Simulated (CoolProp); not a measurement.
Saturation properties of m-xylene (Tc = 343.7 °C, pc = 3535 kPa, ω = 0.326).

Values from CoolProp's reference Helmholtz-energy equation of state, Zhou 2012.

```csv
T (°C),p (kPa),liquid density (kg/m³),vapour density (kg/m³),vapour viscosity (µPa s),liquid conductivity (mW/(m K))
87.75,20.24,804.2,0.7259,7.80,114
102.55,33.97,790.5,1.178,8.10,110
117.35,54.46,776.5,1.832,8.40,106
132.05,83.62,762.2,2.739,8.71,102
146.85,124.3,747.5,3.978,9.02,99.0
161.65,179.1,732.2,5.622,9.34,95.7
176.35,250.5,716.5,7.747,9.66,92.5
191.15,342.9,700.1,10.49,10.00,89.6
205.95,459.2,682.8,13.97,10.3,86.8
```

It boils at 139.1 °C under 1 atm.

Viscosity comes from a separate model (Cao 2016). Thermal conductivity comes from a separate model (Mylona 2014).
